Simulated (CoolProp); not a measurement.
Vapour-liquid equilibrium of toluene (1) + m-xylene (2) at 0.183 MPa; x and y are mole fractions of (1).

Computed with CoolProp (multi-fluid Helmholtz-energy mixture model, Lemmon 2006 and Zhou 2012; pair parameters Bell 2016).

Task: Give the bubble temperature and the first vapour's composition at x = 0.05, 0.15, 0.55. Is there an azeotrope?

Result: x = 0.05: 433.6 K, y = 0.094; x = 0.15: 429.4 K, y = 0.262; x = 0.55: 415.9 K, y = 0.712. No azeotrope shows between x = 0.05 and 0.95.

Pair parameters are fitted to limited data, so mixtures are less certain than the pure fluids.
